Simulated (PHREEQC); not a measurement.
# Alkaline etch or developer: speciation

Make-up at 20 °C: 0.12 mol/kgw TMAH, 0.0022 mol/kgw CO2 and 0.0037 mol/kgw Na2CO3. Closed to the air; pH follows from the charge balance.

Model: ion-association model, phreeqc.dat, run in PHREEQC.

This is a speciation only: nothing precipitates in the calculation.

Task: What pH does the model give?

Result: pH 13.10.

Task: In which forms is Na present?

Result: Na+ 97 %, NaCO3- 2.8 % of the Na.

Complexes and solids missing from the database can't appear. (CH3)4N+ isn't in the database: it is added as a free cation with an ion size of 4 Å.
